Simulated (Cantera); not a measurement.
Charge: 1 mol SiC, 0.76 mol O₂, 5.8 mol N₂, equilibrated at 13.3 mbar.

Equilibrium computed with Cantera from the NASA thermochemical tables; the gas is ideal and each condensed phase is pure. Candidate condensed phases: C, Si, SiC, SiO₂, Si₂N₂O, Si₃N₄; 34 gas species. Mutual solubility and eutectic melting of coexisting phases are not modelled. The tables hold silica as quartz up to 1696 K and as liquid above; real silica turns to tridymite and cristobalite and melts near 1996 K. Equilibrium is a limit: real reactors are often held back by kinetics, nucleation or transport.

Task: Which condensed phases are stable at each of these points (T (K)): 1550, 1600, 1650, 1700, 1750, 1800, 1850, 1900, 1950, 2000, 2050, 2100, 2150?

Result: 
```tsv
T (K)	condensed phases	Si condensed (%)
1550	SiO₂(β-quartz) + Si₂N₂O(s)	98.3
1600	Si₂N₂O(s)	96.0
1650	Si₂N₂O(s)	96.0
1700	SiC(s) + Si₂N₂O(s)	93.2
1750	SiC(s) + Si₂N₂O(s)	80.2
1800	SiC(s) + Si₂N₂O(s)	45.6
1850	SiC(s)	23.9
1900	SiC(s)	23.8
1950	SiC(s)	23.6
2000	SiC(s)	23.2
2050	SiC(s)	22.4
2100	SiC(s)	20.9
2150	SiC(s)	18.2
```

At 1550 K the condensed part is SiO₂(β-quartz) + Si₂N₂O(s). From 1600 K to 1650 K the condensed part is Si₂N₂O(s). From 1700 K to 1800 K the condensed part is SiC(s) + Si₂N₂O(s). From 1850 K to 2150 K the condensed part is SiC(s).
